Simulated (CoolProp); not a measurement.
Values from CoolProp's reference Helmholtz-energy equation of state, Lemmon 2006. It is a short technical equation, of lower accuracy than the large ones.

### Question
For toluene, give the phase and the density (kg/m³), cv (kJ/(kg K)), expansivity (1/kK), viscosity (µPa s) at 322.5 K and 8.51 bar; 317.7 K and 2.78 bar.

### Answer
- 322.5 K and 8.51 bar: liquid; density 840, cv 1.34, expansivity 1.12, viscosity 425
- 317.7 K and 2.78 bar: liquid; density 844, cv 1.32, expansivity 1.12, viscosity 444

Viscosity comes from a separate model (Avgeri 2015).
